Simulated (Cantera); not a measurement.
An adiabatic, constant-volume homogeneous reactor starts with CH₄ : C₂H₆ : C₃H₈ : O₂ : N₂ : H₂O = 1 : 0.16 : 0.18 : 3.89 : 28.8 : 1.6 (molar parts), at 1173 K and 9.60 bar.

Computed with Cantera and GRI-Mech 3.0 (53 species, 325 reactions). GRI-Mech 3.0 was tuned for natural gas; its chemistry of propane as a main component is partial and can be far from experiment.

Q: Predict: time of steepest temperature rise; temperature at 0.200 s; equilibrium temperature; x(NO) at 0.200 s.

A: time of steepest temperature rise: 1.62 ms
temperature at 0.200 s: 2405 K
equilibrium temperature: 2405 K
x(NO) at 0.200 s: 0.00440 (gas-phase equilibrium 0.00440)
